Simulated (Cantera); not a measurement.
A closed system holds: 1 mol C2H6, 8.3 mol H2, equilibrated at 1050 K and 0.000250 bar.

Method: chemical equilibrium by Gibbs-energy minimisation in Cantera with the NASA 1993 tables (ideal gas, pure condensed phases). Candidate condensed phases: C, C6H6, C7H8, C8H18; 76 gas species. Rates play no part.

Base state: H2 1.000, CH4 1.43e-5 (mole fractions); condensed: C(graphite).

What changes in the equilibrium state with this change: temperature from 1050 K to 2200 K?


| species | before | after |
|---|---|---|
| H2 | 1.000 | 0.700 |
| H | 5.13e-7 | 0.298 |
| C2H2 (acetylene) | 4.14e-9 | 0.00179 |
| C2H | <1e-9 | 2.65e-5 |
| CH4 | 1.43e-5 | 3.22e-8 |
| C(graphite), mol | 2.00 | 1.95 |
